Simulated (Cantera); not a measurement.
Charge: 1 mol CuO, 0.68 mol H2, a varied amount of N2, equilibrated at 2048.15 K and 22.5 Torr.

Equilibrium computed with Cantera from the NASA thermochemical tables; the gas is ideal and each condensed phase is pure. Candidate condensed phases: Cu, CuO, Cu(OH)2, Cu2O, H2O; 27 gas species. Kinetics and transport are ignored.

Task: At 94 mol N2, list the 7 most abundant gas species with their mole fractions, and the condensed phases.

Result: N2 0.980, Cu 0.0104, H2O 0.00633, O2 0.00134, NO 0.000776, OH 0.000440, H2 0.000411. Condensed: gas only.
